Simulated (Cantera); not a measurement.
An isothermal, constant-pressure homogeneous reactor starts with CH2O : O2 : N2 = 0.0055 : 0.021 : 1 (molar parts), at 1250 K and 5.00 bar.

Model: GRI-Mech 3.0 (53 species, 325 reactions), integrated in Cantera.

x: mole fraction; the columns are a selection and need not sum to one.

```csv
t (s),x CH2O,x O2,x HO2,x O,x N2O,x C2H2
3.00e-6,0.00536,0.0205,3.15e-7,9.16e-10,<1e-12,<1e-12
9.36e-6,0.00536,0.0205,1.04e-6,1.22e-9,<1e-12,<1e-12
2.92e-5,0.00535,0.0205,3.75e-6,2.74e-9,6.63e-12,<1e-12
9.12e-5,0.00530,0.0204,[?],[?],1.00e-10,<1e-12
0.000285,0.00296,0.0194,0.000157,4.64e-7,2.79e-9,<1e-12
0.000888,1.79e-11,0.0172,1.14e-5,4.92e-5,2.15e-7,<1e-12
0.00277,1.57e-12,0.0165,6.12e-6,1.59e-5,6.58e-7,<1e-12
0.00865,<1e-12,0.0157,[?],[?],[?],<1e-12
0.0270,<1e-12,0.0152,1.19e-6,1.43e-6,1.68e-6,<1e-12
0.0843,<1e-12,0.0151,1.12e-7,1.42e-7,1.63e-6,<1e-12
0.263,<1e-12,0.0151,5.58e-9,1.83e-8,1.00e-6,<1e-12
0.821,<1e-12,0.0151,1.43e-9,6.24e-9,2.09e-7,<1e-12
2.56,<1e-12,0.0151,1.10e-9,3.85e-9,1.56e-8,<1e-12
8.00,<1e-12,0.0151,1.10e-9,3.83e-9,1.43e-8,<1e-12
```

Task: Some entries are withheld; supply them.

Result: 
- 9.12e-5, x HO2: 2.37e-5
- 9.12e-5, x O: 1.72e-8
- 0.00865, x HO2: 3.77e-6
- 0.00865, x O: 6.96e-6
- 0.00865, x N2O: 1.23e-6
